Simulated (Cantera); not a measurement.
Input (Python, Cantera):

```python
import numpy as np
import cantera as ct

gas = ct.Solution("gri30.yaml")


def delay(T, t_max=10):
    gas.TPX = T, 101325, {'CH4': 1, 'H2': 0.059, 'O2': 1.45, 'N2': 5.45}
    reactor = ct.IdealGasConstPressureReactor(gas, clone=False)
    net = ct.ReactorNet([reactor])
    net.rtol, net.atol = 1e-8, 1e-16
    while net.time < t_max:
        t_old, T_old = net.time, reactor.T
        net.step()
        if reactor.T > T + 400:  # ignition: a rise of 400 K
            return t_old + (T + 400 - T_old) / (reactor.T - T_old) * (net.time - t_old)
    return np.nan


taus = []
for T in [1200, 1300, 1400, 1500, 1600, 1700, 1800, 1900, 2000, 2100]:
    taus.append(delay(T))
    print(f"T0 = {T:6g} K   tau = {taus[-1]:.4e} s")
```

Output:

```
T0 =   1200 K   tau = 2.8909e-02 s
T0 =   1300 K   tau = 8.6059e-03 s
T0 =   1400 K   tau = 2.7754e-03 s
T0 =   1500 K   tau = 1.0014e-03 s
T0 =   1600 K   tau = 4.1339e-04 s
T0 =   1700 K   tau = 1.9441e-04 s
T0 =   1800 K   tau = 1.0185e-04 s
T0 =   1900 K   tau = 5.8085e-05 s
T0 =   2000 K   tau = 3.5444e-05 s
T0 =   2100 K   tau = 2.2861e-05 s
```

Detailed kinetics in Cantera: GRI-Mech 3.0 (53 species, 325 reactions).
